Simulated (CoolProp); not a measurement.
A simple Rankine cycle with isobutane: condensing at 322.15 K, boiler at 3.07 MPa, turbine inlet 437.9 K, turbine efficiency 0.8, pump efficiency 0.6, no recuperator. Each further row changes one setting.

Values from CoolProp's reference Helmholtz-energy equation of state, Bücker 2006.

```csv
case,thermal efficiency (%),net work (kJ/kg),heat in (kJ/kg),turbine exit temperature (K),volume ratio over the turbine
as stated,?,52.2,492,389.7,?
turbine inlet 457.9 K,10.5,?,548,412.3,4.98
condensing temperature 314.15 K,?,60.1,513,384.6,6.35
boiler pressure 2.15 MPa,8.6,44.6,?,404.4,3.37
turbine efficiency 0.7,9.1,?,492,393.1,?
```

Complete the blanks.


- as stated, thermal efficiency (%): 10.6
- as stated, volume ratio over the turbine: 5.19
- turbine inlet 457.9 K, net work (kJ/kg): 57.5
- condensing temperature 314.15 K, thermal efficiency (%): 11.7
- boiler pressure 2.15 MPa, heat in (kJ/kg): 517
- turbine efficiency 0.7, net work (kJ/kg): 44.7
- turbine efficiency 0.7, volume ratio over the turbine: 5.25
